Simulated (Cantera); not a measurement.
A Cantera script and its output.

```python
import numpy as np
import cantera as ct

gas = ct.Solution("gri30.yaml")
gas.TPX = 700, 87000, {'CH4': 1, 'O2': 2, 'N2': 9}
flame = ct.FreeFlame(gas, width=0.044)
flame.set_refine_criteria(ratio=3, slope=0.08, curve=0.16)
flame.transport_model = "mixture-averaged"
flame.solve(loglevel=0, auto=True)
z, T = flame.grid, flame.T
thick = (T[-1] - T[0]) / np.gradient(T, z).max()
show = ['CH4', 'O2', 'OH', 'C2H', 'CH2CO', 'C2H2']
print(f"laminar burning velocity  {flame.velocity[0] * 100:.3f} cm/s")
print(f"burnt temperature         {T[-1]:.1f} K")
print(f"thermal thickness         {thick * 1e3:.4f} mm")
print(f"grid points               {len(z)}")
z0 = z[flame.heat_release_rate.argmax()]
print(f"{'z/mm':>9s}{'T/K':>9s}{'u/(m/s)':>9s}" + "".join(f"{s:>11s}" for s in show))
rows = []
for k in (-3, -2, -1.5, -1, -0.5, -0.25, 0, 0.25, 0.5, 1, 2, 4, 8):
    zz = z0 + k * thick
    rows.append([k * thick, np.interp(zz, z, T), np.interp(zz, z, flame.velocity),
                 *(np.interp(zz, z, flame.X[gas.species_index(s)]) for s in show)])
    print(f"{rows[-1][0] * 1e3:9.3f}{rows[-1][1]:9.1f}{rows[-1][2]:9.3f}" + "".join(f"{x:11.3e}" for x in rows[-1][3:]))
```

Output:

```
laminar burning velocity  145.280 cm/s
burnt temperature         2303.5 K
thermal thickness         0.4109 mm
grid points               150
     z/mm      T/K  u/(m/s)        CH4         O2         OH        C2H      CH2CO       C2H2
   -1.233    700.2    1.454  8.324e-02  1.665e-01  2.411e-11  2.778e-23  5.589e-10  1.834e-09
   -0.822    701.7    1.460  8.296e-02  1.661e-01  2.073e-09  2.216e-20  1.054e-08  2.737e-08
   -0.616    707.5    1.475  8.232e-02  1.654e-01  3.632e-08  1.829e-18  7.468e-08  1.605e-07
   -0.411    747.4    1.566  7.915e-02  1.621e-01  1.273e-06  1.140e-15  1.012e-06  1.593e-06
   -0.205   1037.8    2.203  5.906e-02  1.382e-01  4.224e-05  1.851e-11  2.499e-05  2.308e-05
   -0.103   1393.8    2.988  3.351e-02  1.034e-01  3.662e-04  5.615e-09  9.030e-05  7.547e-05
    0.000   1750.1    3.782  8.422e-03  6.018e-02  2.298e-03  2.197e-07  1.058e-04  1.394e-04
    0.103   1901.3    4.112  6.719e-04  3.405e-02  6.048e-03  1.601e-07  1.872e-05  2.767e-05
    0.205   1941.1    4.185  2.762e-05  2.480e-02  8.011e-03  8.290e-09  9.089e-07  9.822e-07
    0.411   1983.5    4.255  6.435e-08  2.000e-02  8.709e-03  1.070e-11  1.934e-09  1.065e-09
    0.822   2038.5    4.353  9.857e-12  1.741e-02  8.600e-03  8.915e-16  3.338e-13  8.124e-14
    1.644   2105.6    4.477  2.038e-16  1.505e-02  8.006e-03  5.610e-22  1.711e-18  4.996e-20
    3.287   2174.7    4.603  8.991e-17  1.246e-02  7.011e-03  5.093e-23  6.221e-19  4.680e-21
```

Cantera simulation using GRI-Mech 3.0 (53 species, 325 reactions); the numbers are that mechanism's predictions, not measurements. Burning velocities carry a grid error of a few per cent, more on coarse grids.
